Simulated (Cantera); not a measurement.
Input (Python, Cantera) and output of one run.

```python
import numpy as np
import cantera as ct

gas_names = """
    B BH BH2 BH3 BN BO BO2 B2 B2O B2O2 B2O3 B3O3H3 H HBO HBO2 HNO HNO2 HNO3 HO2 H2 H2O H2O2 H3B3O6 N NH
    NH2 NH3 NH2OH NO NO2 NO3 N2 N2H2 N2H4 N2O O OH O2 O3
""".split()
cond_names = """
    B(b) B(L) BN(s) B2O3(L) B3O3H3(cr) H2O(s) H2O(L)
""".split()


# ... load() reads the species with a 1 bar reference pressure and builds the phases ...
atoms = {
    'B2H6': {'B': 2, 'H': 6},
    'O2': {'O': 2},
    'N2': {'N': 2},
    'H2': {'H': 2},
}
top_T = {'BN(s)': 3200}  # K; cautious upper limits of use, not melting points


# ... equilibrate(T, P, feed) seeds the gas with the atoms and calls Mixture.equilibrate('TP', solver="vcs", rtol=1e-11, max_steps=5000) ...
results = []
feed = {'B2H6': 1, 'O2': 4.2, 'N2': 0.27, 'H2': 18}  # mol
P = 14  # Pa
for T in [1473, 1573, 1673, 1773, 1873, 1973, 2073, 2173, 2273, 2373, 2473]:
    mix = equilibrate(T, P, feed)
    results.append((T, P, feed, dict(zip(mix.species_names, mix.species_moles))))

top = {s: max(r[3][s] / sum(r[3][g] for g in gas_names) for r in results) for s in gas_names}
cols = sorted((s for s in top if top[s] > 0.001), key=lambda s: -top[s])[:8]
seen = [c for c in cond_names if any(r[3].get(c, 0) > 1e-12 for r in results)]
print("log10 of partial pressures in bar; condensed amounts in mol")
print(f"{'T/K':>10s}" + "".join(f"{s[:9]:>10s}" for s in cols + seen))
for T, P, feed, n in results:
    ng = sum(n[g] for g in gas_names)
    print(f"{T:10.4g}" + "".join(f"{np.log10(max(n[s] / ng * P / 1e5, 1e-99)):10.3f}" for s in cols)
          + "".join(f"{n.get(c, 0):10.4g}" for c in seen))
```

Output:

```
log10 of partial pressures in bar; condensed amounts in mol
       T/K        H2         H       H2O      HBO2         O        BO        OH        N2
      1473    -4.009    -6.902    -4.555    -4.914   -11.983    -9.165    -9.033    -5.770
      1573    -4.010    -6.396    -4.555    -4.919   -10.844    -8.464    -8.383    -5.771
      1673    -4.013    -5.950    -4.555    -4.926    -9.839    -7.851    -7.809    -5.772
      1773    -4.020    -5.556    -4.556    -4.936    -8.943    -7.313    -7.300    -5.775
      1873    -4.034    -5.207    -4.560    -4.952    -8.138    -6.842    -6.844    -5.781
      1973    -4.061    -4.900    -4.571    -4.981    -7.406    -6.434    -6.433    -5.792
      2073    -4.109    -4.635    -4.595    -5.034    -6.734    -6.091    -6.064    -5.813
      2173    -4.191    -4.412    -4.647    -5.128    -6.117    -5.814    -5.742    -5.847
      2273    -4.318    -4.234    -4.771    -5.297    -5.577    -5.595    -5.497    -5.902
      2373    -4.499    -4.104    -5.039    -5.603    -5.173    -5.425    -5.395    -5.977
      2473    -4.740    -4.022    -5.495    -6.105    -4.936    -5.316    -5.474    -6.050
```

Method: chemical equilibrium by Gibbs-energy minimisation in Cantera with the NASA 1993 tables (ideal gas, pure condensed phases). The feed counts by its element totals alone.
